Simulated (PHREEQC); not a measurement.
Dissolve 0.25 mol/kgw H3PO4 at 80 °C. Closed to the air; pH follows from the charge balance.

Model: ion-association model, wateq4f.dat, run in PHREEQC.

Precipitation was switched off in this run.

Problem. Predict the pH, ionic strength.

Solution. pH 1.53; ionic strength 0.0345 mol/kgw.

Problem. In which forms is P present?

Solution. H3PO4 86 %, H2PO4- 14 % of the P.

H3PO4, which wateq4f.dat lacks, is added to it with the constant of phreeqc.dat. Constants without temperature data keep their 25 °C values here.
